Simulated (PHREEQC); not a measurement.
Na2CO3 is added in steps, without added water, to 1 kg of water holding 50 mmol/kgw KOH, 1.7 mmol/kgw K2SO4 and 0.77 mmol/kgw CuSO4, at 25 °C. Oxygen is held at 0.21 atm. CO2 from the air is kept out. Solids allowed: Cu(OH)2, Malachite, Brochantite, Antlerite, Mirabilite, Chalcanthite, Nahcolite, Natron. Others were left out.

Base run: PHREEQC, ion-association model, wateq4f.dat. Each further column changes one thing. The table gives NaCO3- (mol/kgw).

| Na2CO3 added (mol) | base | KOH from 0.05 to 0.045 mol/kgw | K2SO4 left out | diluted 2-fold with water | no solid may form |
|---|---|---|---|---|---|
| 0 | 0 | 0 | 0 | 0 | 0 |
| 0.01 | 0.00123 | 0.00125 | 0.00126 | 0.00136 | 0.00123 |
| 0.03 | 0.00766 | 0.00772 | 0.00773 | 0.00805 | 0.00766 |
| 0.04 | 0.0119 | 0.0120 | 0.0120 | 0.0124 | 0.0119 |
| 0.06 | 0.0218 | 0.0219 | 0.0219 | 0.0224 | 0.0218 |
| 0.07 | 0.0272 | 0.0273 | 0.0273 | 0.0278 | 0.0272 |
| 0.09 | 0.0388 | 0.0389 | 0.0389 | 0.0395 | 0.0387 |
| 0.1 | 0.0448 | 0.0450 | 0.0450 | 0.0456 | 0.0448 |
| 0.12 | 0.0575 | 0.0577 | 0.0577 | 0.0583 | 0.0575 |
| 0.13 | 0.0641 | 0.0642 | 0.0643 | 0.0649 | 0.0641 |
| 0.15 | 0.0776 | 0.0777 | 0.0778 | 0.0784 | 0.0776 |
| 0.16 | 0.0845 | 0.0847 | 0.0847 | 0.0853 | 0.0845 |

The database's constant for dissolved Cu(OH)2 is higher than later reviews accept. In at least one series the solution becomes supersaturated in solids that the run did not let form, among them Cu(OH)2.
